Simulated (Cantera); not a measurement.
A Cantera script and what it prints.

```python
import numpy as np
import cantera as ct

gas_names = """
    AL ALH ALN ALO ALOH ALO2 ALO2H AL2 AL2O AL2O2 H HALO HNO HNO2 HNO3 HO2 H2 H2O H2O2 N NH NH2 NH3
    NH2OH NO NO2 NO3 N2 N2H2 N2H4 N2O O OH O2 O3
""".split()
cond_names = """
    AL(cr) AL(L) ALN(s) AL2O3(a) AL2O3(L) H2O(s) H2O(L)
""".split()


# ... load() reads the species with a 1 bar reference pressure and builds the phases ...
atoms = {
    'AlN': {'AL': 1, 'N': 1},
    'H2O': {'H': 2, 'O': 1},
}
top_T = {'ALN(s)': 2750}  # K; cautious upper limits of use, not melting points


# ... equilibrate(T, P, feed) seeds the gas with the atoms and calls Mixture.equilibrate('TP', solver="vcs", rtol=1e-11, max_steps=5000) ...
results = []
T = 1650  # K
P = 133.322  # Pa
for m in [0.16, 0.29, 0.5, 0.87, 1.5, 2.7, 4.7, 8.1]:
    feed = {'AlN': 1, 'H2O': m}  # mol
    mix = equilibrate(T, P, feed)
    results.append((T, P, feed, dict(zip(mix.species_names, mix.species_moles))))

top = {s: max(r[3][s] / sum(r[3][g] for g in gas_names) for r in results) for s in gas_names}
cols = sorted((s for s in top if top[s] > 1e-05), key=lambda s: -top[s])[:8]
seen = [c for c in cond_names if any(r[3].get(c, 0) > 1e-12 for r in results)]
print("log10 of partial pressures in bar; condensed amounts in mol")
print(f"{'n(H2O)':>10s}" + "".join(f"{s[:9]:>10s}" for s in cols + seen))
for T, P, feed, n in results:
    ng = sum(n[g] for g in gas_names)
    print(f"{feed['H2O']:10.4g}" + "".join(f"{np.log10(max(n[s] / ng * P / 1e5, 1e-99)):10.3f}" for s in cols)
          + "".join(f"{n.get(c, 0):10.4g}" for c in seen))
```

Output:

```
log10 of partial pressures in bar; condensed amounts in mol
    n(H2O)       H2O        H2        N2         H        AL        OH      AL2O    ALN(s)  AL2O3(a)
      0.16    -8.477    -3.001    -3.478    -5.542    -6.456   -12.363    -7.249    0.8933   0.05333
      0.29    -8.477    -3.001    -3.478    -5.542    -6.456   -12.363    -7.249    0.8065   0.09666
       0.5    -8.477    -3.001    -3.478    -5.542    -6.456   -12.363    -7.249    0.6665    0.1667
      0.87    -8.477    -3.001    -3.478    -5.542    -6.456   -12.363    -7.249    0.4196      0.29
       1.5    -7.580    -3.001    -3.478    -5.542    -7.802   -11.466    -9.043         0       0.5
       2.7    -3.302    -3.205    -3.682    -5.644   -14.525    -7.086   -18.007         0       0.5
       4.7    -3.086    -3.416    -3.892    -5.750   -15.164    -6.765   -18.860         0       0.5
       8.1    -2.990    -3.635    -4.111    -5.859   -15.636    -6.560   -19.489         0       0.5
```

Equilibrium computed with Cantera from the NASA thermochemical tables; the gas is ideal and each condensed phase is pure. Mutual solubility and eutectic melting of coexisting phases are not modelled.
